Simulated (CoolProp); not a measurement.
Vapour-liquid equilibrium of ethanol (1) + o-xylene (2) at 1.59 bar; x and y are mole fractions of (1).

Values from CoolProp's multi-fluid Helmholtz-energy mixture model, Schroeder 2014 and Zhou 2012; pair parameters Bell 2016.

Problem. Give the bubble temperature and the first vapour's composition at x = 0.5, 0.8, 0.95. Is there an azeotrope?

Solution. x = 0.5: 369.7 K, y = 0.881; x = 0.8: 366.2 K, y = 0.925; x = 0.95: 364.1 K, y = 0.975. No azeotrope shows between x = 0.05 and 0.95.

The pair parameters rest on a limited set of measurements; away from them the model extrapolates. With so large a gap from Raoult's law the liquid may split in two, which this calculation doesn't test in full.
